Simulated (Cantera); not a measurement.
Low-pressure radical oxidation in H2/O2

An isothermal, constant-pressure homogeneous reactor starts with H2 : O2 : H2O = 0.031 : 1 : 0.0011 (molar parts), at 1375 K and 1330 Pa.

Computed with Cantera and GRI-Mech 3.0 (53 species, 325 reactions). Radical loss at walls, strong at low pressure, is not modelled.

| t (s) | x H2 | x O2 | x HO2 | x H2O | x O |
|---|---|---|---|---|---|
| 3.00e-6 | 0.0300 | 0.969 | 1.44e-9 | 0.00107 | 9.46e-11 |
| 1.18e-5 | 0.0300 | 0.969 | 5.62e-9 | 0.00107 | 1.27e-9 |
| 4.60e-5 | 0.0300 | 0.969 | 2.20e-8 | 0.00107 | 1.33e-8 |
| 0.000180 | 0.0300 | 0.969 | 8.63e-8 | 0.00107 | 1.32e-7 |
| 0.000706 | 0.0300 | 0.969 | 3.46e-7 | 0.00108 | 1.05e-5 |
| 0.00277 | 0.000554 | 0.942 | 1.41e-6 | 0.0272 | 0.0231 |
| 0.0108 | 0.000321 | 0.944 | 1.28e-6 | 0.0280 | 0.0224 |
| 0.0425 | 0.000256 | 0.949 | 1.17e-6 | 0.0286 | 0.0175 |
| 0.166 | 0.000122 | 0.959 | 8.32e-7 | 0.0300 | 0.00807 |
| 0.652 | 2.33e-5 | 0.966 | 3.16e-7 | 0.0310 | 0.00150 |
| 2.55 | 2.53e-6 | 0.968 | 6.65e-8 | 0.0314 | 0.000162 |
| 10.0 | 3.13e-7 | 0.968 | 3.15e-8 | 0.0315 | 1.99e-5 |
x: mole fraction; the columns are a selection and need not sum to one.

Equilibrium at this temperature and pressure: H2 8.55e-8, O2 0.968, HO2 4.41e-8, H2O 0.0315, O 5.46e-6 (gas phase only).
